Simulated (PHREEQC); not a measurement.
Dissolve 0.058 mol/kgw ZnCl2 at 63 °C. Closed to the air; pH follows from the charge balance.

The numbers come from PHREEQC with the ion-association model, phreeqc.dat.

Each row changes one thing in this solution. No solid was allowed to form.

```tsv
case	pH	ionic strength (mol/kgw)	Cl- (mol/kgw)
as made	4.83	0.140	0.0985
ZnCl2 from 0.058 to 0.0116 mol/kgw	5.06	0.0321	0.0218
temperature from 63 to 35 °C	5.07	0.158	0.108
0.0025 mol/kgw BaCl2 added	4.83	0.147	0.103
0.051 mol/kgw HBr added	1.40	0.194	0.0999
ZnCl2 replaced by NH4Cl at the same molality	4.82	0.0580	0.0580
temperature from 63 to 60 °C	4.86	0.143	0.0997
temperature from 63 to 85 °C	4.63	0.124	0.0900
```

Species that the database lacks are ignored. Away from 25 °C the constants follow the database's enthalpies or fits; those with neither stay at their 25 °C values.
